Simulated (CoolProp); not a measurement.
R1336mzz(Z) at 478.54 K and 1.75 MPa is throttled through a valve to 0.621 MPa with no heat exchange. Each further row changes one setting.

Model: reference Helmholtz-energy equation of state, McLinden 2020, in CoolProp.

| case | temperature change (K) | final density (kg/m³) |
|---|---|---|
| as stated | ___ | ___ |
| outlet pressure 0.186 MPa | ___ | ___ |
| outlet pressure 0.807 MPa | ___ | ___ |

Q: Some entries are withheld; supply them.

A: 
- as stated, temperature change (K): -10.4
- as stated, final density (kg/m³): 28.0
- outlet pressure 0.186 MPa, temperature change (K): -14.2
- outlet pressure 0.186 MPa, final density (kg/m³): 8.06
- outlet pressure 0.807 MPa, temperature change (K): -8.7
- outlet pressure 0.807 MPa, final density (kg/m³): 37.0
